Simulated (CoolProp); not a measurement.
20 sccm (0 °C, 1 atm) of nitrogen bubbles through liquid octamethyltrisiloxane (MDM) at 305.3 K and leaves saturated at a total pressure of 0.0164 MPa (ideal gas phase). Each further row changes one setting.

Model: reference Helmholtz-energy equation of state, Thol 2017, in CoolProp.

```
case                       vapour pressure (kPa)  mole fraction of vapour  delivery (mg/min)  delivery (sccm)  change of delivery for a bath 1 K warmer (%)
-------------------------  ---------------------  -----------------------  -----------------  ---------------  --------------------------------------------
as stated                                  0.786               (withheld)         (withheld)             1.01                                    (withheld)
bath temperature 310.3 K              (withheld)                   0.0648               14.6             1.39                                           6.5
total pressure 0.0328 MPa                  0.786                   0.0240         (withheld)            0.491                                           6.5
```

Question: What belongs in the gaps?

Answer: 
- as stated, mole fraction of vapour: 0.0479
- as stated, delivery (mg/min): 10.6
- as stated, change of delivery for a bath 1 K warmer (%): 6.7
- bath temperature 310.3 K, vapour pressure (kPa): 1.06
- total pressure 0.0328 MPa, delivery (mg/min): 5.18
